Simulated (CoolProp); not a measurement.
A single-stage vapour-compression cycle with C2F6 (R116): evaporating at 204.15 K (dew point), condensing at 245.15 K (bubble point), superheat 5 K, subcooling 2 K, compressor efficiency 0.85, no pressure losses. Each further row changes one setting.

Computed with CoolProp (reference Helmholtz-energy equation of state, Lemmon 2006). It is a short technical equation, of lower accuracy than the large ones.

| case | cooling COP | pressure ratio | discharge temperature (K) | refrigerating effect (kJ/kg) | volumetric capacity (kJ/m³) |
|---|---|---|---|---|---|
| as stated | (withheld) | 5.05 | 254.3 | 75.9 | 1030 |
| evaporating temperature 209.15 K | 3.91 | 3.99 | 253.3 | 78.5 | 1330 |
| condensing temperature 240.15 K | 3.88 | 4.28 | 249.2 | 81.4 | 1100 |
| subcooling 7 K | (withheld) | 5.05 | 254.3 | 81.4 | 1100 |
| superheat 15 K | 3.31 | 5.05 | 264.2 | (withheld) | 1060 |
| compressor efficiency 0.75 | 2.86 | 5.05 | (withheld) | 75.9 | 1030 |

Task: Fill in the missing entries.

Result: 
- as stated, cooling COP: 3.24
- subcooling 7 K, cooling COP: 3.48
- superheat 15 K, refrigerating effect (kJ/kg): 82.4
- compressor efficiency 0.75, discharge temperature (K): 258.1
